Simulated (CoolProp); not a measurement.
Vapour-liquid equilibrium of hydrogen sulfide (1) + benzene (2) at 31.15 °C; x and y are mole fractions of (1).

The numbers come from the multi-fluid Helmholtz-energy mixture model, Lemmon 2006 and Thol 2012; pair parameters Bell 2016 in CoolProp.

```json
[
 {"x": "0.05", "bubble pressure (MPa)": "(withheld)", "y at the bubble point": "0.863", "dew pressure at overall composition x (MPa)": "0.01763", "liquid density (mol/L)": "11.44"},
 {"x": "0.125", "bubble pressure (MPa)": "0.2718", "y at the bubble point": "0.941", "dew pressure at overall composition x (MPa)": "0.01914", "liquid density (mol/L)": "11.98"},
 {"x": "0.2", "bubble pressure (MPa)": "0.4217", "y at the bubble point": "0.964", "dew pressure at overall composition x (MPa)": "0.02094", "liquid density (mol/L)": "12.56"},
 {"x": "0.275", "bubble pressure (MPa)": "0.5728", "y at the bubble point": "0.974", "dew pressure at overall composition x (MPa)": "0.02310", "liquid density (mol/L)": "13.18"},
 {"x": "0.35", "bubble pressure (MPa)": "0.7271", "y at the bubble point": "0.981", "dew pressure at overall composition x (MPa)": "0.02576", "liquid density (mol/L)": "13.86"},
 {"x": "0.425", "bubble pressure (MPa)": "(withheld)", "y at the bubble point": "0.985", "dew pressure at overall composition x (MPa)": "0.02911", "liquid density (mol/L)": "14.59"},
 {"x": "0.5", "bubble pressure (MPa)": "1.051", "y at the bubble point": "(withheld)", "dew pressure at overall composition x (MPa)": "0.03345", "liquid density (mol/L)": "15.39"},
 {"x": "0.575", "bubble pressure (MPa)": "1.223", "y at the bubble point": "0.991", "dew pressure at overall composition x (MPa)": "0.03932", "liquid density (mol/L)": "16.24"},
 {"x": "0.65", "bubble pressure (MPa)": "1.401", "y at the bubble point": "0.993", "dew pressure at overall composition x (MPa)": "0.04768", "liquid density (mol/L)": "17.17"},
 {"x": "0.725", "bubble pressure (MPa)": "1.587", "y at the bubble point": "0.995", "dew pressure at overall composition x (MPa)": "0.06055", "liquid density (mol/L)": "18.18"},
 {"x": "0.8", "bubble pressure (MPa)": "1.780", "y at the bubble point": "0.996", "dew pressure at overall composition x (MPa)": "0.08291", "liquid density (mol/L)": "19.25"},
 {"x": "0.875", "bubble pressure (MPa)": "1.981", "y at the bubble point": "0.998", "dew pressure at overall composition x (MPa)": "0.1314", "liquid density (mol/L)": "20.38"},
 {"x": "0.95", "bubble pressure (MPa)": "(withheld)", "y at the bubble point": "0.999", "dew pressure at overall composition x (MPa)": "0.3152", "liquid density (mol/L)": "21.54"}
]
```

**Question.** Fill in the missing entries.

**Answer.** 
- 0.05, bubble pressure (MPa): 0.1203
- 0.425, bubble pressure (MPa): 0.8861
- 0.5, y at the bubble point: 0.989
- 0.95, bubble pressure (MPa): 2.191

No azeotrope shows between x = 0.05 and 0.95.

The pair parameters rest on a limited set of measurements; away from them the model extrapolates.
